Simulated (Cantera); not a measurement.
Input (Python, Cantera) and output of one run.

```python
import numpy as np
import cantera as ct

gas_names = """
    H HO2 H2 H2O H2O2 O OH O2 O3 Zr ZrO ZrO2
""".split()
cond_names = """
    H2O(s) H2O(L) Zr(a) Zr(b) Zr(L) ZrO2(a) ZrO2(b) ZrO2(L)
""".split()


def load(file, names, dense=False):
    # The tables refer to 1 bar. Condensed volumes are neglected.
    table = {s.name: s for s in ct.Species.list_from_file(file)}
    out = []
    for n in names:
        d = dict(table[n].input_data)
        d["thermo"] = dict(d["thermo"], **{"reference-pressure": 1e5})
        if dense:
            d["equation-of-state"] = {"model": "constant-volume", "density": "1e6 g/cm^3"}
        out.append(ct.Species.from_dict(d))
    return out


gas = ct.Solution(thermo="ideal-gas", species=load("nasa_gas.yaml", gas_names))
cond = {s.name: ct.Solution(thermo="fixed-stoichiometry", species=[s], name=s.name)
        for s in load("nasa_condensed.yaml", cond_names, dense=True)}
atoms = {
    'ZrO2': {'Zr': 1, 'O': 2},
    'H2': {'H': 2},
    'H2O': {'H': 2, 'O': 1},
}
top_T = {}  # K; cautious upper limits of use, not melting points


def equilibrate(T, P, feed):
    n = {}
    for name, mol in feed.items():
        for a, k in atoms[name].items():
            n[a] = n.get(a, 0.0) + k * mol
    gas.TPX = T, P, n
    mass = sum(n.values()) * gas.mean_molecular_weight
    gas.equilibrate("TP")
    valid = [c for c in cond.values() if c.min_temp <= T <= top_T.get(c.name, c.max_temp)]
    mix = ct.Mixture([(gas, mass / gas.mean_molecular_weight)] + [(c, 0.0) for c in valid])
    mix.T, mix.P = T, P
    mix.equilibrate("TP", solver="vcs", rtol=1e-11, max_steps=5000)
    return mix


results = []
feed = {'ZrO2': 1, 'H2': 39, 'H2O': 0.87}  # mol
P = 280  # Pa
for T in [1250, 1300, 1350, 1400, 1450, 1500, 1550, 1600, 1650, 1700, 1750, 1800]:
    mix = equilibrate(T, P, feed)
    results.append((T, P, feed, dict(zip(mix.species_names, mix.species_moles))))

top = {s: max(r[3][s] / sum(r[3][g] for g in gas_names) for r in results) for s in gas_names}
cols = sorted((s for s in top if top[s] > 0.001), key=lambda s: -top[s])[:7]
seen = [c for c in cond_names if any(r[3].get(c, 0) > 1e-12 for r in results)]
print("log10 of partial pressures in bar; condensed amounts in mol")
print(f"{'T/K':>10s}" + "".join(f"{s[:9]:>10s}" for s in cols + seen))
for T, P, feed, n in results:
    ng = sum(n[g] for g in gas_names)
    print(f"{T:10.4g}" + "".join(f"{np.log10(max(n[s] / ng * P / 1e5, 1e-99)):10.3f}" for s in cols)
          + "".join(f"{n.get(c, 0):10.4g}" for c in seen))
```

Output:

```
log10 of partial pressures in bar; condensed amounts in mol
       T/K        H2       H2O         H   ZrO2(a)   ZrO2(b)
      1250    -2.562    -4.214    -7.597         1         0
      1300    -2.562    -4.214    -7.237         1         0
      1350    -2.562    -4.214    -6.904         1         0
      1400    -2.562    -4.214    -6.594         1         0
      1450    -2.563    -4.214    -6.305         1         0
      1500    -2.563    -4.214    -6.036         0         1
      1550    -2.563    -4.214    -5.783         0         1
      1600    -2.563    -4.214    -5.546         0         1
      1650    -2.563    -4.214    -5.323         0         1
      1700    -2.564    -4.215    -5.113         0         1
      1750    -2.564    -4.215    -4.916         0         1
      1800    -2.565    -4.216    -4.729         0         1
```

These are equilibrium values from Cantera (NASA tables, ideal gas, pure condensed phases), not measurements of a reactor.
